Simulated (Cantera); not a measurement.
An isothermal, constant-pressure homogeneous reactor starts with CH4 : H2 = 1 : 47 (molar parts), at 1748 K and 2100 Pa. Integrator tolerance rtol = 1e-08.

Detailed kinetics in Cantera: GRI-Mech 3.0 (53 species, 325 reactions). GRI-Mech 3.0 stops at C3 and has no aromatics, soot or wall deposition, so with more carbon than oxygen in the feed, carbon stays in small species such as C2H2 where larger ones or solid carbon would form. Radical loss at walls, strong at low pressure, is not modelled.

What does this change do: H2 47 to 88 parts?


```tsv
quantity	before	after
x(CH4) at 90.0 s	0.000180 (gas-phase equilibrium 0.000178)	0.000139 (gas-phase equilibrium 0.000132)
x(H2) at 90.0 s	0.988 (gas-phase equilibrium 0.988)	0.993 (gas-phase equilibrium 0.993)
x(CH3) at 90.0 s	5.83e-6 (gas-phase equilibrium 5.75e-6)	4.47e-6 (gas-phase equilibrium 4.26e-6)
x(C2H6) at 90.0 s	2.55e-10 (gas-phase equilibrium 2.51e-10)	1.46e-10 (gas-phase equilibrium 1.37e-10)
x(C2H2) at 90.0 s	0.0101 (gas-phase equilibrium 0.0101)	0.00548 (gas-phase equilibrium 0.00548)
x(H) at 90.0 s	0.00158 (gas-phase equilibrium 0.00158)	0.00158 (gas-phase equilibrium 0.00158)
x(C2H) at 90.0 s	1.12e-7 (gas-phase equilibrium 1.12e-7)	6.08e-8 (gas-phase equilibrium 6.09e-8)
```

What does this change do: temperature 1748 to 1225 K?


| quantity | before | after |
|---|---|---|
| x(CH4) at 90.0 s | 0.000180 (gas-phase equilibrium 0.000178) | 0.0208 (gas-phase equilibrium 0.0189) |
| x(H2) at 90.0 s | 0.988 (gas-phase equilibrium 0.988) | 0.979 (gas-phase equilibrium 0.980) |
| x(CH3) at 90.0 s | 5.83e-6 (gas-phase equilibrium 5.75e-6) | 7.28e-7 (gas-phase equilibrium 7.93e-7) |
| x(C2H6) at 90.0 s | 2.55e-10 (gas-phase equilibrium 2.51e-10) | 8.87e-8 (gas-phase equilibrium 3.25e-7) |
| x(C2H2) at 90.0 s | 0.0101 (gas-phase equilibrium 0.0101) | 5.41e-6 (gas-phase equilibrium 0.000827) |
| x(H) at 90.0 s | 0.00158 (gas-phase equilibrium 0.00158) | 1.78e-6 (gas-phase equilibrium 2.14e-6) |
| x(C2H) at 90.0 s | 1.12e-7 (gas-phase equilibrium 1.12e-7) | <1e-12 (gas-phase equilibrium <1e-12) |
